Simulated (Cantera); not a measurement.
A closed system holds: 1 mol CuO, 7.6 mol C, 0.44 mol H2, at 750 Torr.

Cantera equilibrium calculation (NASA polynomials, part measured and part estimated; ideal gas, pure solids and liquids). Candidate condensed phases: C, C6H6, C7H8, C8H18, Cu, CuO, Cu(OH)2, Cu2O, H2O; 113 gas species. Kinetics and transport are ignored.

**Question.** At 1125 °C, list the 5 most abundant gas species with their mole fractions, and the condensed phases.

**Answer.** CO 0.693, H2 0.305, CO2 0.000842, H2O 0.000800, CH4 0.000405. Condensed: C(graphite) + Cu(l).
